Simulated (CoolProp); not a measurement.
Saturation properties of tetrahydrofuran (Tc = 267.0 °C, pc = 5.304 MPa, ω = 0.234).

Model: reference Helmholtz-energy equation of state, Fiedler 2023, in CoolProp.

```tsv
T (°C)	p (MPa)	liquid density (kg/m³)	vapour density (kg/m³)
-6.15	0.004550	915.7	0.1482
2.85	0.007452	906.1	0.2350
11.75	0.01171	…	0.3583
20.75	0.01789	886.6	0.5320
29.65	0.02643	876.8	…
38.65	0.03819	866.8	1.077
47.55	0.05365	…	1.476
56.55	0.07401	846.6	1.991
65.45	0.09977	836.3	2.629
74.45	0.1325	825.8	3.424
83.35	0.1727	815.2	4.383
92.35	…	804.3	5.552
101.35	0.2821	793.2	…
110.25	0.3527	782.0	8.584
```

Question: Complete the blanks.

Answer: 
- 11.75, liquid density (kg/m³): 896.4
- 29.65, vapour density (kg/m³): 0.7648
- 47.55, liquid density (kg/m³): 856.8
- 92.35, p (MPa): 0.2222
- 101.35, vapour density (kg/m³): 6.949

It boils at 65.9 °C under 1 atm.
